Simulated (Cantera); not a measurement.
Feed: 1 mol SiC, 0.17 mol N₂O, 29 mol N₂, equilibrated at 11.0 Pa.

These are equilibrium values from Cantera (NASA tables, ideal gas, pure condensed phases), not measurements of a reactor. Candidate condensed phases: C, Si, SiC, SiO₂, Si₂N₂O, Si₃N₄; 34 gas species. Rates play no part. All values below are at 950 K.

Base state: N₂ 1.00 (mole fractions); condensed: C(graphite) + Si₂N₂O(s) + Si₃N₄(s).

### Question
What changes in the equilibrium state with this change: N₂O from 0.17 to 1.5 mol?

### Answer
```json
[
 {"species": "N₂", "before": "1.00", "after": "0.968"},
 {"species": "CO", "before": "8.74e-9", "after": "0.0323"},
 {"species": "C(graphite), mol", "before": "1.00", "after": "0"},
 {"species": "Si₂N₂O(s), mol", "before": "0.170", "after": "0.500"},
 {"species": "Si₃N₄(s), mol", "before": "0.220", "after": "0"}
]
```
